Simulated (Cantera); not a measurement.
A closed system holds: 1 mol Si3N4, 0.026 mol N2, 0.00014 mol O2, equilibrated at 1.00 bar.

These are equilibrium values from Cantera (NASA tables, ideal gas, pure condensed phases), not measurements of a reactor. Candidate condensed phases: Si, SiO2, Si2N2O, Si3N4; 16 gas species. The numbers say what is thermodynamically allowed, not how fast it happens.

Task: What share of the Si ends up in condensed phases as a function of T (K), at 2425, 2475, 2525, 2575, 2625, 2675, 2725, 2775, 2825, 2875, 2925?

Result: 
| T (K) | Si condensed (%) | as |
|---|---|---|
| 2425 | 99.7 | Si(l) |
| 2475 | 99.6 | Si(l) |
| 2525 | 99.5 | Si(l) |
| 2575 | 99.3 | Si(l) |
| 2625 | 99.0 | Si(l) |
| 2675 | 98.6 | Si(l) |
| 2725 | 98.0 | Si(l) |
| 2775 | 97.3 | Si(l) |
| 2825 | 96.4 | Si(l) |
| 2875 | 95.1 | Si(l) |
| 2925 | 93.5 | Si(l) |
